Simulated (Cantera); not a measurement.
Feed: 1 mol PbO, 1.8 mol H2, 0.3 mol H2O, at 6.60 mbar.

Cantera equilibrium calculation (NASA polynomials, part measured and part estimated; ideal gas, pure solids and liquids). Candidate condensed phases: H2O, Pb, PbO, PbO2, Pb3O4; 12 gas species. Equilibrium is a limit: real reactors are often held back by kinetics, nucleation or transport.

x: gas mole fraction; n: condensed amount in mol.

| T (°C) | x H2O | x H2 | x Pb | x PbO | x H | x Pb2 | n Pb(l) |
|---|---|---|---|---|---|---|---|
| 575 | 0.619 | 0.381 | 4.53e-5 | 1.48e-11 | 1.45e-10 | ___ | 1.000 |
| 650 | 0.619 | 0.381 | 0.000384 | 5.09e-10 | 1.86e-9 | ___ | 0.999 |
| 725 | 0.618 | 0.380 | 0.00235 | 1.03e-8 | 1.63e-8 | ___ | 0.995 |
| 800 | 0.612 | 0.377 | 0.0111 | 1.36e-7 | 1.06e-7 | ___ | 0.976 |
| 875 | 0.593 | 0.365 | 0.0425 | 1.27e-6 | 5.33e-7 | ___ | 0.907 |
| 950 | 0.534 | 0.329 | 0.138 | 9.09e-6 | 2.12e-6 | ___ | 0.665 |
| 1025 | 0.419 | 0.258 | 0.322 | 4.29e-5 | 6.70e-6 | ___ | 0 |
| 1100 | 0.419 | 0.258 | 0.322 | 8.01e-5 | 2.08e-5 | ___ | 0 |
| 1175 | 0.419 | 0.258 | 0.322 | 0.000140 | 5.76e-5 | ___ | 0 |

Problem. What belongs in the gaps?

Solution. 
- 575, x Pb2: 9.60e-12
- 650, x Pb2: 3.46e-10
- 725, x Pb2: 7.17e-9
- 800, x Pb2: 9.61e-8
- 875, x Pb2: 9.08e-7
- 950, x Pb2: 6.45e-6
- 1025, x Pb2: 2.51e-5
- 1100, x Pb2: 1.84e-5
- 1175, x Pb2: 1.40e-5
